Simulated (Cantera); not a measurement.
Input (Python, Cantera) and output of one run.

```python
import numpy as np
import cantera as ct

gas_names = """
    C CN CO CO2 C2 CCN CNC C2N2 C2O C3 C3O2 C4 C4N2 C5 Fe FeC5O5 FeO N NCO NO NO2 NO3 N2 N2O O O2 O3
""".split()
cond_names = """
    C(gr) Fe(a) Fe(c) Fe(d) Fe(L) FeC5O5(L) FeO(s) FeO(L) Fe2O3(s) Fe3O4(s)
""".split()


def load(file, names, dense=False):
    # The tables refer to 1 bar. Condensed volumes are neglected.
    table = {s.name: s for s in ct.Species.list_from_file(file)}
    out = []
    for n in names:
        d = dict(table[n].input_data)
        d["thermo"] = dict(d["thermo"], **{"reference-pressure": 1e5})
        if dense:
            d["equation-of-state"] = {"model": "constant-volume", "density": "1e6 g/cm^3"}
        out.append(ct.Species.from_dict(d))
    return out


gas = ct.Solution(thermo="ideal-gas", species=load("nasa_gas.yaml", gas_names))
cond = {s.name: ct.Solution(thermo="fixed-stoichiometry", species=[s], name=s.name)
        for s in load("nasa_condensed.yaml", cond_names, dense=True)}
atoms = {
    'Fe2O3': {'Fe': 2, 'O': 3},
    'C': {'C': 1},
    'N2': {'N': 2},
}
top_T = {'C(gr)': 4500, 'Fe2O3(s)': 1830, 'Fe3O4(s)': 1870}  # K; cautious upper limits of use, not melting points


def equilibrate(T, P, feed):
    n = {}
    for name, mol in feed.items():
        for a, k in atoms[name].items():
            n[a] = n.get(a, 0.0) + k * mol
    gas.TPX = T, P, n
    mass = sum(n.values()) * gas.mean_molecular_weight
    gas.equilibrate("TP")
    valid = [c for c in cond.values() if c.min_temp <= T <= top_T.get(c.name, c.max_temp)]
    mix = ct.Mixture([(gas, mass / gas.mean_molecular_weight)] + [(c, 0.0) for c in valid])
    mix.T, mix.P = T, P
    mix.equilibrate("TP", solver="vcs", rtol=1e-11, max_steps=5000)
    return mix


results = []
feed = {'Fe2O3': 1, 'C': 0.34, 'N2': 16}  # mol
T = 1950  # K
P = 990  # Pa
mix = equilibrate(T, P, feed)
results.append((T, P, feed, dict(zip(mix.species_names, mix.species_moles))))
x = sorted(zip(gas.X, gas.species_names), reverse=True)
print(f"T = {T:g} K  P = {P:g} Pa  gas = {mix.phase_moles(0):.4g} mol")
print("   x: " + "  ".join(f"{s} {v:.3e}" for v, s in x if v > 1e-05))
print("   condensed (mol): " + ("  ".join(f"{mix.phase(i).name} {mix.phase_moles(i):.4g}"
      for i in range(1, mix.n_phases) if mix.phase_moles(i) > 1e-12) or "none"))
```

Result:

```
T = 1950 K  P = 990 Pa  gas = 16.53 mol
   x: N2 9.674e-01  CO2 1.890e-02  O2 9.604e-03  CO 1.670e-03  NO 1.576e-03  O 4.446e-04  Fe 1.936e-04  FeO 1.700e-04
   condensed (mol): FeO(L) 1.994
```

Method: chemical equilibrium by Gibbs-energy minimisation in Cantera with the NASA 1993 tables (ideal gas, pure condensed phases). The tables' stoichiometric FeO is somewhat more stable than real wüstite, so its field is too wide. FeO: taken at fixed stoichiometry.
